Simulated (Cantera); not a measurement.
## Carbon deposition, reforming and gasification: C2H6 + NH3 + H2O

A closed system holds: 1 mol C2H6, 0.85 mol NH3, 0.55 mol H2O, at 1.00 bar.

These are equilibrium values from Cantera (NASA tables, ideal gas, pure condensed phases), not measurements of a reactor. Candidate condensed phases: C, C6H6, C7H8, C8H18, H2O; 136 gas species. Kinetics and transport are ignored.

```json
[
 {"T (K)": "598", "x H2": "0.0943", "x CH4": "0.610", "x H2O": "0.163", "x N2": "0.130", "x H": "<1e-12", "x CO": "5.32e-5", "x C2H2 (acetylene)": "<1e-12", "x HCN": "7.85e-12", "n C(graphite)": "0"},
 {"T (K)": "798", "x H2": "0.467", "x CH4": "0.303", "x H2O": "0.107", "x N2": "0.104", "x H": "1.82e-12", "x CO": "0.00931", "x C2H2 (acetylene)": "<1e-12", "x HCN": "1.96e-8", "n C(graphite)": "0.686"},
 {"T (K)": "998", "x H2": "0.764", "x CH4": "0.0570", "x H2O": "0.0229", "x N2": "0.0793", "x H": "1.88e-9", "x CO": "0.0734", "x C2H2 (acetylene)": "8.26e-10", "x HCN": "1.24e-6", "n C(graphite)": "1.28"},
 {"T (K)": "1198", "x H2": "0.819", "x CH4": "0.0108", "x H2O": "0.00204", "x N2": "0.0742", "x H": "1.72e-7", "x CO": "0.0937", "x C2H2 (acetylene)": "8.10e-8", "x HCN": "1.80e-5", "n C(graphite)": "1.40"},
 {"T (K)": "1398", "x H2": "0.828", "x CH4": "0.00300", "x H2O": "0.000297", "x N2": "0.0734", "x H": "4.31e-6", "x CO": "0.0948", "x C2H2 (acetylene)": "2.03e-6", "x HCN": "0.000120", "n C(graphite)": "1.43"},
 {"T (K)": "1598", "x H2": "0.830", "x CH4": "0.00113", "x H2O": "6.97e-5", "x N2": "0.0731", "x H": "4.85e-5", "x CO": "0.0949", "x C2H2 (acetylene)": "2.24e-5", "x HCN": "0.000498", "n C(graphite)": "1.44"},
 {"T (K)": "1798", "x H2": "0.830", "x CH4": "0.000534", "x H2O": "2.27e-5", "x N2": "0.0725", "x H": "0.000321", "x CO": "0.0948", "x C2H2 (acetylene)": "0.000143", "x HCN": "0.00149", "n C(graphite)": "1.44"},
 {"T (K)": "1998", "x H2": "0.828", "x CH4": "0.000292", "x H2O": "9.27e-6", "x N2": "0.0714", "x H": "0.00146", "x CO": "0.0948", "x C2H2 (acetylene)": "0.000627", "x HCN": "0.00356", "n C(graphite)": "1.42"},
 {"T (K)": "2198", "x H2": "0.821", "x CH4": "0.000178", "x H2O": "4.46e-6", "x N2": "0.0693", "x H": "0.00505", "x CO": "0.0946", "x C2H2 (acetylene)": "0.00208", "x HCN": "0.00714", "n C(graphite)": "1.38"},
 {"T (K)": "2398", "x H2": "0.806", "x CH4": "0.000116", "x H2O": "2.40e-6", "x N2": "0.0659", "x H": "0.0141", "x CO": "0.0942", "x C2H2 (acetylene)": "0.00557", "x HCN": "0.0125", "n C(graphite)": "1.30"},
 {"T (K)": "2598", "x H2": "0.777", "x CH4": "7.79e-5", "x H2O": "1.40e-6", "x N2": "0.0610", "x H": "0.0336", "x CO": "0.0932", "x C2H2 (acetylene)": "0.0125", "x HCN": "0.0195", "n C(graphite)": "1.17"},
 {"T (K)": "2798", "x H2": "0.727", "x CH4": "5.20e-5", "x H2O": "8.42e-7", "x N2": "0.0547", "x H": "0.0693", "x CO": "0.0915", "x C2H2 (acetylene)": "0.0241", "x HCN": "0.0274", "n C(graphite)": "0.954"},
 {"T (K)": "2998", "x H2": "0.651", "x CH4": "3.32e-5", "x H2O": "5.10e-7", "x N2": "0.0473", "x H": "0.127", "x CO": "0.0887", "x C2H2 (acetylene)": "0.0403", "x HCN": "0.0350", "n C(graphite)": "0.634"}
]
```
x: gas mole fraction; n: condensed amount in mol.

At 598 K nothing is condensed. From 798 K to 2998 K the condensed part is C(graphite). The main C-bearing gas is CH4 at 598 K and CO at 2998 K. The share of C in condensed phases is highest at 1598 K (72.0 %) and lowest at 598 K (0.0 %).
